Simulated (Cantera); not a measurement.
An adiabatic, constant-volume homogeneous reactor starts with CH₄ : H₂ : O₂ : N₂ = 1 : 1.2 : 6.5 : 24.4 (molar parts), at 1250 K and 26000 Pa. Integrator tolerance rtol = 1e-08.

Detailed kinetics in Cantera: GRI-Mech 3.0 (53 species, 325 reactions).

```csv
quantity,before,after
time of steepest temperature rise,0.807 ms,0.154 ms
temperature at 0.300 s,2285 K,2318 K
equilibrium temperature,2283 K,2318 K
x(CH₄) at 0.300 s,<1e-12 (gas-phase equilibrium <1e-12),<1e-12 (gas-phase equilibrium <1e-12)
x(H₂) at 0.300 s,0.000781 (gas-phase equilibrium 0.000774),0.000303 (gas-phase equilibrium 0.000303)
x(O₂) at 0.300 s,0.113 (gas-phase equilibrium 0.112),0.113 (gas-phase equilibrium 0.113)
x(H₂O) at 0.300 s,0.0936 (gas-phase equilibrium 0.0936),0.0957 (gas-phase equilibrium 0.0957)
x(CO₂) at 0.300 s,0.0293 (gas-phase equilibrium 0.0293),0.0302 (gas-phase equilibrium 0.0302)
x(C₂H₂) at 0.300 s,<1e-12 (gas-phase equilibrium <1e-12),<1e-12 (gas-phase equilibrium <1e-12)
x(NO₂) at 0.300 s,5.64e-6 (gas-phase equilibrium 6.16e-6),2.03e-5 (gas-phase equilibrium 2.03e-5)
```

**Question.** Which change was made?
A) constant pressure in place of constant volume
B) pressure from 26000 Pa to 1500000 Pa
C) initial temperature 1250 to 1275 K
D) pressure from 26000 Pa to 260000 Pa

**Answer.** D, pressure from 26000 Pa to 260000 Pa
